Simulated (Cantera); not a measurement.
Charge: 1 mol CH₃SiCl₃, 2.5 mol HCl, 8.8 mol H₂, at 73.0 mbar.

Method: chemical equilibrium by Gibbs-energy minimisation in Cantera with the NASA 1993 tables (ideal gas, pure condensed phases). Candidate condensed phases: C, C₆H₆, C₇H₈, C₈H₁₈, Si, SiC; 109 gas species. The feed counts by its element totals alone. Equilibrium is a limit: real reactors are often held back by kinetics, nucleation or transport.

Problem. What share of the Si ends up in condensed phases as a function of T (K), at 1650, 1700, 1750, 1800, 1850, 1900, 1950, 2000, 2050, 2100?

Solution. 
| T (K) | Si condensed (%) | as |
|---|---|---|
| 1650 | 84.6 | SiC(s) |
| 1700 | 82.5 | SiC(s) |
| 1750 | 80.2 | SiC(s) |
| 1800 | 77.6 | SiC(s) |
| 1850 | 74.9 | SiC(s) |
| 1900 | 72.0 | SiC(s) |
| 1950 | 69.0 | SiC(s) |
| 2000 | 65.9 | SiC(s) |
| 2050 | 62.7 | SiC(s) |
| 2100 | 59.3 | SiC(s) |
